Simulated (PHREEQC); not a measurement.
Solution (25 °C and 10 atm): 0.0025 mol PbCl2 per kg of water. Closed to the air; pH follows from the charge balance.

Model: ion-association model, phreeqc.dat, run in PHREEQC.

- pH = 5.24
- ionic strength = 0.00691 mol/kgw

```tsv
species	molality	activity	log γ
Cl-	0.00471	0.00431	-0.038
Pb+2	0.00220	0.00155	-0.152
PbCl+	0.000290	0.000265	-0.038
H+	6.18e-6	5.72e-6	-0.034
PbOH+	5.78e-6	5.29e-6	-0.038
PbCl2	1.80e-6	1.81e-6	0.001
Pb2OH+3	4.02e-7	1.83e-7	-0.343
PbCl3-	6.72e-9	6.15e-9	-0.038
OH-	1.95e-9	1.78e-9	-0.039
```

No solid was allowed to form. Species that the database lacks are ignored.
